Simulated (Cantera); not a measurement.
An isothermal, constant-pressure homogeneous reactor starts with 0.705 % H₂, 32.0 % O₂, 67.3 % N₂, at 1323 K and 3.00 Torr.

Model: the H2/O2 subset of GRI-Mech 3.0, which has no nitrogen chemistry, integrated in Cantera. Radical loss at walls, strong at low pressure, is not modelled.

x: mole fraction; the columns are a selection and need not sum to one.

| t (s) | x H₂ | x O₂ | x OH | x H₂O₂ | x O | x H₂O |
|---|---|---|---|---|---|---|
| 0.000600 | 0.00705 | 0.320 | 1.82e-9 | <1e-12 | 1.94e-9 | 3.27e-10 |
| 0.00150 | 0.00705 | 0.320 | ___ | 2.49e-12 | ___ | ___ |
| 0.00375 | 0.00705 | 0.320 | 3.73e-8 | 1.43e-11 | 4.62e-8 | 3.74e-8 |
| 0.00939 | 0.00705 | 0.320 | 7.47e-7 | 7.38e-11 | 9.59e-7 | 1.10e-6 |
| 0.0235 | 0.00559 | 0.319 | 0.000609 | 2.15e-9 | 0.000882 | 0.00106 |
| 0.0587 | 6.06e-5 | 0.314 | 0.000763 | 2.72e-9 | 0.00583 | 0.00637 |
| 0.147 | 5.71e-5 | 0.314 | 0.000748 | 2.66e-9 | 0.00574 | 0.00639 |
| 0.368 | 5.49e-5 | 0.314 | 0.000733 | 2.64e-9 | 0.00550 | 0.00641 |
| 0.919 | 4.97e-5 | 0.314 | 0.000698 | 2.58e-9 | 0.00494 | 0.00647 |
| 2.30 | 3.94e-5 | 0.315 | 0.000623 | 2.44e-9 | 0.00386 | 0.00658 |
| 5.75 | 2.39e-5 | 0.316 | 0.000486 | 2.08e-9 | 0.00230 | 0.00674 |
| 14.4 | 9.69e-6 | 0.317 | 0.000310 | 1.42e-9 | 0.000912 | 0.00689 |
| 36.0 | 2.66e-6 | 0.318 | 0.000162 | 6.85e-10 | 0.000247 | 0.00698 |
| 90.0 | 6.02e-7 | 0.318 | 7.73e-5 | 2.36e-10 | 5.58e-5 | 0.00703 |

### Question
What belongs in the gaps?

### Answer

- 0.00150, x OH: 7.17e-9
- 0.00150, x O: 8.17e-9
- 0.00150, x H₂O: 3.33e-9
